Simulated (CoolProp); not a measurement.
Properties of n-hexane along the isobar 2.74 MPa.

Values from CoolProp's reference Helmholtz-energy equation of state, Thol 2019.

```csv
T (°C),phase,Z,speed of sound (m/s),Joule-Thomson coefficient (K/MPa),Prandtl number
-71.85,liquid,0.1906,1551,-0.5251,14.7
-50.05,liquid,0.1763,1446,-0.5069,10.6
-28.15,liquid,0.1648,1342,-0.4825,8.37
-6.25,liquid,0.1553,1240,-0.4527,6.98
15.65,liquid,0.1477,1141,-0.4178,6.04
37.55,liquid,0.1414,1045,-0.3777,5.36
59.35,liquid,0.1363,951.0,-0.3317,4.85
81.25,liquid,0.1324,858.7,-0.2771,4.44
103.15,liquid,0.1294,767.8,-0.2100,4.09
125.05,liquid,0.1275,677.2,-0.1226,3.78
146.95,liquid,0.1269,585.8,0.0008788,3.50
```

Viscosity comes from a separate model (Michailidou 2013). Thermal conductivity comes from a separate model (Assael 2013).
